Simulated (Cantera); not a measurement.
## Ammonia decomposition in nitride growth gas

An isothermal, constant-pressure homogeneous reactor starts with 19.2 % NH3, 80.8 % N2, at 2025 K and 0.0263 atm.

Model: the gas-phase N/H chemistry of the illustrative SiF4/NH3 mechanism in the Surface Chemkin manual (1991), integrated in Cantera. Walls and surfaces, which speed up NH3 decomposition in real reactors, are not modelled.

```csv
t (s),x NH3,x N,x H,x N2H2,x N2H4
7.00e-5,0.192,<1e-12,5.76e-7,7.72e-11,<1e-12
0.000219,0.192,7.18e-12,5.77e-7,1.20e-9,9.23e-12
0.000687,0.192,2.82e-10,5.95e-7,1.50e-8,9.39e-11
0.00215,0.192,5.12e-9,8.54e-7,1.94e-7,9.02e-10
0.00675,0.191,4.19e-8,3.65e-6,1.61e-6,6.22e-9
0.0211,0.186,2.58e-7,1.58e-5,2.70e-6,8.48e-9
0.0662,0.169,8.55e-7,4.44e-5,2.33e-6,5.48e-9
0.208,0.129,1.61e-6,0.000113,1.57e-6,2.84e-9
0.650,0.0612,1.88e-6,0.000267,5.92e-7,8.46e-10
2.04,0.00974,1.58e-6,0.000608,6.28e-8,5.78e-11
6.38,4.08e-5,7.50e-7,0.00303,8.86e-11,<1e-12
20.0,3.45e-7,4.48e-8,0.00576,<1e-12,<1e-12
```
x: mole fraction; the columns are a selection and need not sum to one.

Equilibrium at this temperature and pressure: NH3 5.18e-8, N 6.83e-9, H 0.00579, N2H2 <1e-12, N2H4 <1e-12 (gas phase only).
